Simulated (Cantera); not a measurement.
A Cantera script and its output.

```python
import numpy as np
import cantera as ct

gas = ct.Solution("gri30.yaml")
gas.TPX = 1425, 500000, {'CO': 0.0028, 'O2': 0.0039, 'H2O': 0.00098, 'N2': 1}
inlet = ct.Reservoir(gas, clone=True)

reactor = ct.IdealGasConstPressureReactor(gas, energy="off", clone=False)
exhaust = ct.Reservoir(gas, clone=True)
tau = [3, 0.75, 0.19, 0.048, 0.012, 0.0031, 0.00077, 0.0002][0]
for a, b in ((inlet, reactor), (reactor, exhaust)):
    ct.MassFlowController(a, b, mdot=lambda t: reactor.mass / tau)
net = ct.ReactorNet([reactor])
show = ['CO', 'O2', 'H2O', 'N2O', 'NO', 'CO2', 'H2']

rows = []
print(f"{'tau/s':>10s}{'T/K':>9s}" + "".join(f"{s:>11s}" for s in show))
for tau in [3, 0.75, 0.19, 0.048, 0.012, 0.0031, 0.00077, 0.0002]:
    net.initial_time = 0.0
    net.advance(30 * tau)
    before = gas.X
    net.advance(40 * tau)
    drift = np.max(np.abs(gas.X - before) / (gas.X + 1e-9))
    rows.append([gas.T, *gas[show].X, drift])
    print(f"{tau:10.3e}{gas.T:9.1f}" + "".join(f"{x:11.3e}" for x in gas[show].X))
```

It prints:

```
     tau/s      T/K         CO         O2        H2O        N2O         NO        CO2         H2
 3.000e+00   1425.0  1.461e-05  2.489e-03  9.712e-04  5.362e-07  1.493e-06  2.768e-03  2.485e-07
 7.500e-01   1425.0  3.965e-05  2.500e-03  9.697e-04  1.057e-06  1.694e-06  2.743e-03  5.769e-07
 1.900e-01   1425.0  1.056e-04  2.531e-03  9.671e-04  1.782e-06  1.764e-06  2.677e-03  1.357e-06
 4.800e-02   1425.0  2.714e-04  2.610e-03  9.624e-04  2.279e-06  1.454e-06  2.511e-03  3.140e-06
 1.200e-02   1425.0  6.468e-04  2.790e-03  9.541e-04  2.171e-06  8.853e-07  2.135e-03  6.575e-06
 3.100e-03   1425.0  1.311e-03  3.112e-03  9.434e-04  1.655e-06  3.946e-07  1.470e-03  1.081e-05
 7.700e-04   1425.0  2.155e-03  3.527e-03  9.402e-04  8.510e-07  8.419e-08  6.246e-04  1.161e-05
 2.000e-04   1425.0  2.703e-03  3.819e-03  9.624e-04  1.078e-07  1.438e-09  7.529e-05  2.902e-06
```

Detailed kinetics in Cantera: GRI-Mech 3.0 (53 species, 325 reactions).
